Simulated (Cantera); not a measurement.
## Low-pressure radical oxidation in H2/O2

An isothermal, constant-pressure homogeneous reactor starts with H2 : O2 = 0.3 : 1 (molar parts), equivalence ratio 0.15, at 1373 K and 0.0132 atm.

Detailed kinetics in Cantera: the H2/O2 subset of GRI-Mech 3.0, which has no nitrogen chemistry. Radical loss at walls, strong at low pressure, is not modelled. The temperature is held fixed by assumption; the heat of reaction is taken as removed at once.

```
t (s)         x H2   x O2      x OH     x H2O    x HO2
--------  --------  -----  --------  --------  -------
3.00e-6      0.231  0.769  4.23e-10  3.92e-11  8.50e-9
1.11e-5      0.231  0.769   4.69e-9   1.68e-9  3.14e-8
4.08e-5      0.231  0.769   4.51e-8   6.05e-8  1.16e-7
0.000150     0.231  0.769   1.37e-6   4.27e-6  4.27e-7
0.000555     0.112  0.700    0.0195    0.0848  4.62e-6
0.00205     0.0123  0.635    0.0177     0.179  6.16e-6
0.00755    0.00995  0.661    0.0162     0.201  6.60e-6
0.0278     0.00384  0.712    0.0104     0.241  6.24e-6
0.103     0.000379  0.736   0.00333     0.258  2.14e-6
0.378      3.28e-5  0.739  0.000984     0.260  3.21e-7
1.40       4.64e-6  0.739  0.000371     0.261  9.15e-8
5.15       1.12e-6  0.739  0.000182     0.261  9.17e-8
19.0       7.85e-7  0.739  0.000153     0.261  1.02e-7
70.0       7.84e-7  0.739  0.000153     0.261  1.02e-7
```
x: mole fraction; the columns are a selection and need not sum to one.

Equilibrium at this temperature and pressure: H2 7.84e-7, O2 0.739, OH 0.000153, H2O 0.261, HO2 1.02e-7 (gas phase only).
